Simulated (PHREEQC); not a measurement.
Dissolve 0.066 mol/kgw HF, 0.1 mol/kgw (NH4)2SiF6 and 5.2e-05 mol/kgw H2SO4 at 20 °C. Closed to the air; pH follows from the charge balance.

All values are PHREEQC results (ion-association model, phreeqc.dat), not measurements.

| Property | Result |
|---|---|
| pH | 2.11 |
| ionic strength | 0.310 mol/kgw |
| activity of water | 0.994 |
| density | 1.009 g/cm³ |
| total alkalinity | -466 meq/kg |

| species | molality | activity | log γ |
|---|---|---|---|
| NH4+ | 0.200 | 0.128 | -0.193 |
| SiF6-2 | 0.100 | 0.0258 | -0.589 |
| HF | 0.0546 | 0.0586 | 0.031 |
| H+ | 0.00990 | 0.00775 | -0.107 |
| F- | 0.00819 | 0.00551 | -0.172 |
| HF2- | 0.00162 | 0.00119 | -0.134 |
| SO4-2 | 2.90e-5 | 7.26e-6 | -0.601 |
| NH4SO4- | 1.63e-5 | 1.20e-5 | -0.134 |
| HSO4- | 6.69e-6 | 4.92e-6 | -0.134 |
| NH3 | 6.12e-9 | 6.58e-9 | 0.031 |

No solid was allowed to form. SiF6-2 is the database's only silicon fluoride.
